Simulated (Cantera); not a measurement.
A perfectly stirred reactor is fed with 24.7 % H2, 20.9 % O2, 54.4 % N2, equivalence ratio 0.59, at 120000 Pa; it is adiabatic with a 400 K inlet, and is followed from long to short residence time, starting on the burning branch (τ in s: 0.13, 0.044, 0.014, 0.0047, 0.0016, 0.00051, 0.00017, 5.6e-05, 1.8e-05, 6e-06).

Detailed kinetics in Cantera: the H2/O2 subset of GRI-Mech 3.0, which has no nitrogen chemistry.

Problem. Predict: blow-out, bracketed by the residence times tried; x(H2) at τ = 0.130 s; x(O2) at τ = 0.130 s; x(H) at τ = 0.130 s; x(H2O2) at τ = 0.130 s; x(O) at τ = 0.130 s; x(H2) at τ = 0.510 ms; x(O2) at τ = 0.510 ms; x(H) at τ = 0.510 ms; x(H2O2) at τ = 0.510 ms; x(O) at τ = 0.510 ms.

Solution. 
| Quantity | Result |
|---|---|
| blow-out, bracketed by the residence times tried | burning at 18.0 µs, out at 6.00 µs |
| x(H2) at τ = 0.130 s | 0.00107 |
| x(O2) at τ = 0.130 s | 0.0959 |
| x(H) at τ = 0.130 s | 0.000190 |
| x(H2O2) at τ = 0.130 s | 3.29e-7 |
| x(O) at τ = 0.130 s | 0.000871 |
| x(H2) at τ = 0.510 ms | 0.00768 |
| x(O2) at τ = 0.510 ms | 0.0945 |
| x(H) at τ = 0.510 ms | 0.00382 |
| x(H2O2) at τ = 0.510 ms | 5.69e-7 |
| x(O) at τ = 0.510 ms | 0.00589 |
